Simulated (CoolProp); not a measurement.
Vapour-liquid equilibrium of n-hexane (1) + hexamethyldisiloxane (MM) (2) at 176.05 °C; x and y are mole fractions of (1).

Computed with CoolProp (multi-fluid Helmholtz-energy mixture model, Thol 2019 and Thol 2016; pair parameters Bell 2016).

| x | bubble pressure (MPa) | y at the bubble point | dew pressure at overall composition x (MPa) | liquid density (mol/L) |
|---|---|---|---|---|
| 0.05 | 0.6193 | 0.076 | 0.6110 | 3.574 |
| 0.15 | ? | ? | ? | 3.726 |
| 0.25 | 0.7147 | 0.342 | ? | 3.891 |
| 0.35 | 0.7655 | 0.458 | 0.7179 | 4.068 |
| 0.45 | 0.8201 | 0.565 | 0.7617 | 4.259 |
| 0.55 | 0.8793 | 0.665 | 0.8117 | 4.464 |
| 0.65 | 0.9440 | 0.755 | 0.8699 | 4.685 |
| 0.75 | 1.015 | 0.837 | 0.9399 | 4.921 |
| 0.85 | 1.091 | 0.910 | ? | ? |
| 0.95 | 1.173 | 0.972 | 1.142 | 5.444 |

What belongs in the gaps?


- 0.15, bubble pressure (MPa): 0.6664
- 0.15, y at the bubble point: 0.216
- 0.15, dew pressure at overall composition x (MPa): 0.6434
- 0.25, dew pressure at overall composition x (MPa): 0.6789
- 0.85, dew pressure at overall composition x (MPa): 1.027
- 0.85, liquid density (mol/L): 5.174

No azeotrope shows between x = 0.05 and 0.95.

Pair parameters are fitted to limited data, so mixtures are less certain than the pure fluids.
